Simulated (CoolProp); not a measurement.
Dodecamethylcyclohexasiloxane (D6) at 520.91 K and 0.0804 MPa is throttled through a valve to 0.0514 MPa with no heat exchange. Each further row changes one setting.

Computed with CoolProp (reference Helmholtz-energy equation of state, Colonna 2008). It is a short technical equation, of lower accuracy than the large ones.

| case | temperature change (K) | final density (kg/m³) |
|---|---|---|
| as stated | (withheld) | (withheld) |
| outlet pressure 0.0154 MPa | -1.0 | 1.61 |
| outlet pressure 0.0668 MPa | (withheld) | 7.31 |

What belongs in the gaps?


- as stated, temperature change (K): -0.5
- as stated, final density (kg/m³): 5.54
- outlet pressure 0.0668 MPa, temperature change (K): -0.2
